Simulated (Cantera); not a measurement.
A perfectly stirred reactor is fed with CH₄ : H₂O : H₂ = 1 : 1.8 : 0.79 (molar parts), at 4.93 atm; it is held at 1775 K, and followed from long to short residence time.

Computed with Cantera and GRI-Mech 3.0 (53 species, 325 reactions).

What does this change do: pressure from 4.93 atm to 24.7 atm?


```json
[
 {"quantity": "x(CH₄) at τ = 1.20 s", "before": "0.0203", "after": "0.0315"},
 {"quantity": "x(H₂O) at τ = 1.20 s", "before": "0.179", "after": "0.177"},
 {"quantity": "x(H₂) at τ = 1.20 s", "before": "0.640", "after": "0.634"},
 {"quantity": "x(C₂H₆) at τ = 1.20 s", "before": "4.61e-6", "after": "1.29e-5"},
 {"quantity": "x(CO) at τ = 1.20 s", "before": "0.141", "after": "0.145"},
 {"quantity": "x(CH₄) at τ = 43.0 ms", "before": "0.0604", "after": "0.0934"},
 {"quantity": "x(H₂O) at τ = 43.0 ms", "before": "0.330", "after": "0.317"},
 {"quantity": "x(H₂) at τ = 43.0 ms", "before": "0.501", "after": "0.487"},
 {"quantity": "x(C₂H₆) at τ = 43.0 ms", "before": "4.07e-5", "after": "0.000138"},
 {"quantity": "x(CO) at τ = 43.0 ms", "before": "0.0489", "after": "0.0640"}
]
```
The pressure lies above the range GRI-Mech 3.0 was tuned for (to about 10 atm).
